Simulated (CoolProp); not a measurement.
A closed Brayton cycle with carbon dioxide: compressor inlet 309.15 K and 8.8 MPa, high pressure 16.8 MPa, turbine inlet 715 K, compressor efficiency 0.85, turbine efficiency 0.85, recuperator effectiveness 0.95 (on enthalpy, no pinch check). Each further row changes one setting.

Computed with CoolProp (reference Helmholtz-energy equation of state, Span 1996).

```json
[
 {"case": "as stated", "thermal efficiency (%)": "27.6", "net work (kJ/kg)": "55.9", "compressor to turbine work": "0.20", "compressor exit (K)": "328.9", "turbine exit (K)": "646.6"},
 {"case": "turbine inlet 665 K", "thermal efficiency (%)": "25.8", "net work (kJ/kg)": "50.1", "compressor to turbine work": "0.22", "compressor exit (K)": "328.9", "turbine exit (K)": "599.1"},
 {"case": "compressor inlet 319.15 K", "thermal efficiency (%)": "27.8", "net work (kJ/kg)": "44.6", "compressor to turbine work": "0.36", "compressor exit (K)": "365.2", "turbine exit (K)": "646.6"},
 {"case": "high pressure 14.3 MPa", "thermal efficiency (%)": "24.6", "net work (kJ/kg)": "43.5", "compressor to turbine work": "0.19", "compressor exit (K)": "323.7", "turbine exit (K)": "663.4"},
 {"case": "recuperator effectiveness 0.5", "thermal efficiency (%)": "14.6", "net work (kJ/kg)": "55.9", "compressor to turbine work": "0.20", "compressor exit (K)": "328.9", "turbine exit (K)": "646.6"}
]
```
